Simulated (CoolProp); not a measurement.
Vapour-liquid equilibrium of n-butane (1) + R245fa (2) at 350.7 K; x and y are mole fractions of (1).

Computed with CoolProp (multi-fluid Helmholtz-energy mixture model, Bücker 2006 and Akasaka 2015; pair parameters Bell 2016).

Task: Give the bubble pressure and the first vapour's composition at x = 0.25, 0.35, 0.45. Is there an azeotrope?

Result: x = 0.25: 11.04 bar, y = 0.417; x = 0.35: 11.66 bar, y = 0.484; x = 0.45: 12.02 bar, y = 0.535. y crosses x between x = 0.55 and 0.65: the model has an azeotrope there.

The pair parameters rest on a limited set of measurements; away from them the model extrapolates.
